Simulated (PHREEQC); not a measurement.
Make-up at 25 °C: 0.0013 mol HCl and 0.0031 mol Al2(SO4)3 per kg of water. Closed to the air; pH follows from the charge balance.

All values are PHREEQC results (ion-association model, phreeqc.dat), not measurements.

```csv
quantity,before,after
pH,3.02,2.32
ionic strength (mol/kgw),0.0181,0.0237
HSO4- (mol/kgw),0.000248,0.00107
```

Task: What was changed between the two runs?
(A) HCl from 0.0013 to 0.00065 mol/kgw
(B) HCl from 0.0013 to 0.0065 mol/kgw
(C) HCl left out
(D) 7.8e-05 mol/kgw KOH added
(E) Al2(SO4)3 replaced by CaSO4 at the same molality

Result: B, HCl from 0.0013 to 0.0065 mol/kgw

This is a speciation only: nothing precipitates in the calculation.
